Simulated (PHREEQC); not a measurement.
# Nickel, zinc or cadmium bath

A solution holds 0.29 mol/kgw ZnCl2, 9.6e-05 mol/kgw KCl and 5.1e-05 mol/kgw FeSO4, at 25 °C. Closed to the air; pH follows from the charge balance.

The numbers come from PHREEQC with the ion-association model, phreeqc.dat.

Each row changes one thing in this solution. No solid was allowed to form.

```
case                                                  pH  ionic strength (mol/kgw)  Cl- (mol/kgw)  SO4-2 (mol/kgw)  HSO4- (mol/kgw)
--------------------------------------------  ----------  ------------------------  -------------  ---------------  ---------------
as made                                             4.76                     0.713          0.480          2.07e-5          8.32e-9
KCl left out                                        4.76                     0.713          0.480          2.07e-5          8.32e-9
FeSO4 replaced by CuSO4 at the same molality        4.76                     0.713          0.480          2.07e-5          8.32e-9
temperature from 25 to 20 °C                  (withheld)                     0.734          0.494          2.07e-5          7.49e-9
ZnCl2 left out                                (withheld)                  0.000298        9.60e-5          5.06e-5       (withheld)
```

Task: Complete the blanks.

Result: 
- temperature from 25 to 20 °C, pH: 4.75
- ZnCl2 left out, pH: 6.80
- ZnCl2 left out, HSO4- (mol/kgw): 7.30e-10

The ionic strength passes 0.7 mol/kgw, the rough limit of the ion-association models, in as made; KCl left out; FeSO4 replaced by CuSO4 at the same molality; temperature from 25 to 20 °C.
